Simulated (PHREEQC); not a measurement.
Solution A (0.00014 mol/kgw Ca(HCO3)2, 1.1e-05 mol/kgw CO2 and 0.00019 mol/kgw H4SiO4) is mixed with solution B (44 mmol/kgw Li2SO4) at 25 °C; shares are by mass of water, 1 kg in all. Oxygen is held at 0.21 atm. The system is closed to CO2. Solids allowed: Calcite, Gypsum, Portlandite, SiO2(a). Others were left out.

Equilibrium calculation in PHREEQC: ion-association model, wateq4f.dat.

```
share of solution B    pH  Ca+2 (mol/kgw)  SO4-2 (mol/kgw)  CaSO4 (mol/kgw)  LiSO4- (mol/kgw)
-------------------  ----  --------------  ---------------  ---------------  ----------------
0                    7.65        0.000139                0                0                 0
0.1                  7.61         9.36e-5          0.00426          3.21e-5          0.000103
0.2                     ?         7.42e-5          0.00841          3.77e-5          0.000350
0.3                     ?         6.05e-5           0.0125          3.75e-5          0.000700
0.4                  7.57         4.93e-5           0.0164          3.46e-5           0.00113
0.5                     ?         3.96e-5           0.0203          3.04e-5           0.00164
0.6                     ?         3.07e-5           0.0242          2.53e-5           0.00221
0.7                  7.53         2.25e-5           0.0279          1.95e-5           0.00284
0.8                     ?         1.47e-5           0.0317          1.33e-5           0.00352
0.9                     ?         7.21e-6           0.0354          6.79e-6           0.00424
1                    7.17               0           0.0390                0           0.00501
```

**Question.** What belongs in the gaps?

**Answer.** 
- 0.2, pH: 7.59
- 0.3, pH: 7.58
- 0.5, pH: 7.56
- 0.6, pH: 7.54
- 0.8, pH: 7.51
- 0.9, pH: 7.47

Complexes and solids missing from the database can't appear.
